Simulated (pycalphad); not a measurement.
An equivalent pycalphad script:

```python
from pycalphad import Database, equilibrium, calculate, variables as v
import numpy as np
db = Database('COST507.tdb')
comps = ['AL', 'MN', 'SI', 'MG', 'VA']
phases = ['AL11MN4', 'AL12MN', 'AL4MN', 'AL6MN', 'AL8MN5_D810', 'ALMGMN_T', 'ALMG_BETA', 'ALMG_EPS', 'ALMG_GAMMA', 'ALMNSI_ALPHA', 'ALMNSI_BETA', 'ALMNSI_DELTA', 'BCC_A2', 'CBCC_A12', 'CUB_A13', 'DIAMOND_A4', 'FCC_A1', 'HCP_A3', 'LIQUID', 'MG2SI', 'MN11SI19', 'MN3SI', 'MN5SI3', 'MN6SI', 'MN9SI2', 'MNSI']
eq = equilibrium(db, comps, phases, {v.X('MN'): 0.0021, v.X('SI'): 0.0038, v.X('MG'): 0.0116, v.T: np.arange(1650, 349, -50), v.P: 101325, v.N: 1}, output=['HM', 'SM'])
```

All values are pycalphad results on the COST 507 light-alloy database (1999) (1 atm), not direct measurements. No gas phase is included, though pure Mg would boil below 1650 K. These are 1990s assessments: newer ones move some temperatures and phases. Not assessed as a whole: an extrapolation from subsystems, which can miss ternary compounds. Phase fractions are per mole of atoms. Kinetics are ignored, which matters at the lower temperatures.

Results at three of the temperatures:

```
T = 850.00 K, P = 101325 Pa, N = 1 mol of atoms
G = -33620 J/mol, H = 15415 J/mol, S = 57.69 J/(mol K)  (SER reference)
chemical potentials (J/mol): Al -33080, Mn -124725, Si -35199, Mg -62386
phase             fraction      x(Al)      x(Mn)      x(Si)      x(Mg)
FCC_A1              0.9926     0.9845   0.000815     0.0030     0.0117
ALMNSI_ALPHA        0.0074     0.7122     0.1739     0.1139       none
```

```
T = 400.00 K, P = 101325 Pa, N = 1 mol of atoms
G = -12227 J/mol, H = 2078 J/mol, S = 35.76 J/(mol K)  (SER reference)
chemical potentials (J/mol): Al -11723, Mn -116886, Si -48778, Mg -23963
phase             fraction      x(Al)      x(Mn)      x(Si)      x(Mg)
FCC_A1              0.9613     0.9958   4.08e-08    3.4e-11     0.0042
AL12MN              0.0273     0.9231     0.0769       none       none
MG2SI               0.0114       none       none     0.3333     0.6667
```

```
T = 350.00 K, P = 101325 Pa, N = 1 mol of atoms
G = -10522 J/mol, H = 806 J/mol, S = 32.37 J/(mol K)  (SER reference)
chemical potentials (J/mol): Al -10022, Mn -117734, Si -53022, Mg -19562
phase             fraction      x(Al)      x(Mn)      x(Si)      x(Mg)
FCC_A1              0.9613     0.9958   1.97e-09   1.17e-13     0.0042
AL12MN              0.0273     0.9231     0.0769       none       none
MG2SI               0.0114       none       none     0.3333     0.6667
```

Changes of the phase set, refined by bisection:

```
T (K)                         phases above                         phases below
-----  -----------------------------------  -----------------------------------
925.4                               liquid                         fcc + liquid
898.2                         fcc + liquid          ALMNSI_ALPHA + fcc + liquid
889.1          ALMNSI_ALPHA + fcc + liquid                   ALMNSI_ALPHA + fcc
807.5                   ALMNSI_ALPHA + fcc           ALMNSI_ALPHA + fcc + MG2SI
485.4           ALMNSI_ALPHA + fcc + MG2SI  AL12MN + ALMNSI_ALPHA + fcc + MG2SI
466.5  AL12MN + ALMNSI_ALPHA + fcc + MG2SI                 AL12MN + fcc + MG2SI
```

Database names, with the compositions (at.%) that they take in these runs: ALMNSI_ALPHA: Al 71-78 Mn 17 Si 4-12; MG2SI: Mg 67 Si 33; AL12MN: Al 92 Mn 8. FCC_A1 is fcc. An entry "none" or "no" means that the model of the phase leaves that element out.
